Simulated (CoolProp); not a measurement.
Values from CoolProp's reference Helmholtz-energy equation of state, McLinden 2020.

### Question
For R1336mzz(Z), give the phase and the density (kg/m³), cp (kJ/(kg K)), Joule-Thomson coefficient (K/MPa) at 310.1 K and 2.7 MPa.

### Answer
- 310.1 K and 2.7 MPa: liquid; density 1340, cp 1.24, Joule-Thomson coefficient -0.241
